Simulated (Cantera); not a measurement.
Input: 1 mol SiH4, 0.3 mol C2H2, 100 mol H2, at 1098.15 K and 100000 Pa.

These are equilibrium values from Cantera (NASA tables, ideal gas, pure condensed phases), not measurements of a reactor. Candidate condensed phases: C, C6H6, C7H8, C8H18, Si, SiC; 87 gas species. Mutual solubility and eutectic melting of coexisting phases are not modelled. Rates play no part.

Base state: H2 1.000, CH4 3.12e-5 (mole fractions); condensed: Si(s) + SiC(s).

Task: What changes in the equilibrium state with this change: SiH4 replaced by Si(CH3)4?

Result: 
```tsv
species	before	after
H2	1.000	0.966
CH4	3.12e-5	0.0341
Si(s), mol	0.403	0
SiC(s), mol	0.597	1.00
C(graphite), mol	0	0.0993
```

Task: What changes in the equilibrium state with this change: temperature from 1098.15 K to 2600 K?

Result: 
| species | before | after |
|---|---|---|
| H2 | 1.000 | 0.952 |
| H | 2.48e-8 | 0.0374 |
| Si | <1e-9 | 0.00556 |
| C2H2 (acetylene) | <1e-9 | 0.00217 |
| SiH | <1e-9 | 0.00124 |
| Si(s), mol | 0.403 | 0 |
| SiC(s), mol | 0.597 | 0 |
Gases not in the tables: Si2H6 and higher silanes.
